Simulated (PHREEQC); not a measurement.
Make-up at 25 °C: 0.0013 mol/kgw H2S, 0.095 mol/kgw NaCl and 0.0028 mol/kgw ZnCl2. Closed to the air; pH follows from the charge balance.

Model: ion-association model, wateq4f.dat, run in PHREEQC.

Q: The ionic strength comes out as 0.102 mol/kgw. What activity coefficients do Zn+2, Na+, ZnCl+, H+, Cl- get?

A: Zn+2 0.40, Na+ 0.78, ZnCl+ 0.77, H+ 0.82, Cl- 0.76.

This is a speciation only: nothing precipitates in the calculation. The solution is supersaturated, for example in ZnS(a), Sphalerite (slow to form), so a real one may precipitate; this is no full list. Complexes and solids missing from the database can't appear. The polysulfide entries of wateq4f.dat were taken out for this run.
